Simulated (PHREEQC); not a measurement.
# Acid rinse or clean: speciation

Make-up at 20 °C: 34 mmol/kgw HNO3, 2.6 mmol/kgw CaCl2 and 13 mmol/kgw MnSO4. Closed to the air; pH follows from the charge balance.

All values are PHREEQC results (ion-association model, phreeqc.dat), not measurements.

This is a speciation only: nothing precipitates in the calculation.

Q: What pH, density, specific conductance does the model give?

A: pH 1.62; density 1.001 g/cm³; specific conductance 11300 µS/cm.

Q: In which forms is S present?

A: HSO4- 43 %, SO4-2 40 %, MnSO4 13 %, CaSO4 2.6 % of the S.
